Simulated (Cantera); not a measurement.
A closed system holds: 1 mol borazine, 4.3 mol O2, 0.13 mol N2, at 1330 Pa.

These are equilibrium values from Cantera (NASA tables, ideal gas, pure condensed phases), not measurements of a reactor. Candidate condensed phases: B, BN, B2O3, B3O3H3, H2O; 39 gas species. The feed counts by its element totals alone. Equilibrium is a limit: real reactors are often held back by kinetics, nucleation or transport.

### Question
At 2150 K, list the 7 most abundant gas species with their mole fractions, and the condensed phases.

### Answer
HBO2 0.319, H2O 0.266, N2 0.238, O2 0.0722, B2O3 0.0500, BO2 0.0215, OH 0.0149. Condensed: gas only.
